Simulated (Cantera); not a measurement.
Adiabatic ignition

An adiabatic, constant-volume homogeneous reactor starts with 11.2 % CH4, 18.7 % O2, 70.1 % N2, at 1025 K and 500000 Pa.

Computed with Cantera and GRI-Mech 3.0 (53 species, 325 reactions).

| t (s) | T (K) | P (bar) | x CH4 | x O2 | x HCO | x O | x C2H4 | x C2H6 | x NO |
|---|---|---|---|---|---|---|---|---|---|
| 3.00e-6 | 1025 | 5.00 | 0.112 | 0.187 | <1e-12 | <1e-12 | <1e-12 | <1e-12 | <1e-12 |
| 8.95e-6 | 1025 | 5.00 | 0.112 | 0.187 | <1e-12 | <1e-12 | <1e-12 | <1e-12 | <1e-12 |
| 2.67e-5 | 1025 | 5.00 | 0.112 | 0.187 | <1e-12 | <1e-12 | <1e-12 | <1e-12 | <1e-12 |
| 7.97e-5 | 1025 | 5.00 | 0.112 | 0.187 | <1e-12 | <1e-12 | <1e-12 | 1.08e-12 | <1e-12 |
| 0.000238 | 1025 | 5.00 | 0.112 | 0.187 | <1e-12 | 1.09e-12 | <1e-12 | 3.16e-11 | <1e-12 |
| 0.000709 | 1025 | 5.00 | 0.112 | 0.187 | <1e-12 | 4.02e-12 | 7.46e-12 | 1.07e-9 | <1e-12 |
| 0.00212 | 1025 | 5.00 | 0.112 | 0.187 | <1e-12 | 1.72e-11 | 3.48e-10 | 4.94e-8 | <1e-12 |
| 0.00631 | 1025 | 5.00 | 0.112 | 0.187 | <1e-12 | 3.50e-11 | 7.34e-9 | 9.73e-7 | <1e-12 |
| 0.0188 | 1025 | 5.00 | 0.112 | 0.187 | 1.13e-12 | 4.98e-11 | 5.53e-8 | 5.71e-6 | <1e-12 |
| 0.0562 | 1027 | 5.01 | 0.112 | 0.187 | 9.46e-12 | 1.38e-10 | 7.54e-7 | 3.77e-5 | <1e-12 |
| 0.168 | 2912 | 14.9 | 1.13e-12 | 0.00297 | 3.69e-7 | 0.00118 | <1e-12 | <1e-12 | 0.00469 |
| 0.500 | 2912 | 14.9 | 1.13e-12 | 0.00297 | 3.69e-7 | 0.00118 | <1e-12 | <1e-12 | 0.00469 |
x: mole fraction; the columns are a selection and need not sum to one.

```json
{
 "time_of_steepest_temperature_rise": "0.128 s",
 "temperature at 0.500 s": "2912 K",
 "equilibrium_temperature": "2912 K",
 "x(CH4) at 0.500 s": "1.13e-12 (gas-phase equilibrium 1.34e-12)",
 "x(O2) at 0.500 s": "0.00297 (gas-phase equilibrium 0.00297)",
 "x(HCO) at 0.500 s": "3.69e-7 (gas-phase equilibrium 3.69e-7)"
}
```
